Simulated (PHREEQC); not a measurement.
# Arsenic or selenium liquor

Make-up at 25 °C: 1.44 mmol/kgw Na2SeO4 and 0.036 mmol/kgw CaCl2. Closed to the air; pH follows from the charge balance.

Model: ion-association model, wateq4f.dat, run in PHREEQC.

Precipitation was switched off in this run.

Problem. What pH does the model give?

Solution. pH 7.01.

Species that the database lacks are ignored.
